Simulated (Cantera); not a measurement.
A closed system holds: 1 mol Zr, 0.13 mol NH3, 56 mol H2, at 2600 °C and 1 atm.

Method: chemical equilibrium by Gibbs-energy minimisation in Cantera with the NASA 1993 tables (ideal gas, pure condensed phases). Candidate condensed phases: Zr, ZrN; 11 gas species. Mutual solubility and eutectic melting of coexisting phases are not modelled. ZrN: taken at fixed stoichiometry. Condensed phases not in the tables: N, O or C dissolved in the metal. The numbers say what is thermodynamically allowed, not how fast it happens.

Question: What is the equilibrium state?

Answer: 
| Quantity | Value |
|---|---|
| x(H2) | 0.901 |
| x(H) | 0.0991 |
| x(N2) | 0.000248 |
| x(Zr) | 9.91e-5 |
| n(Zr(l)) | 0.893 mol |
| n(ZrN(s)) | 0.101 mol |
| gas amount | 59.15 mol |
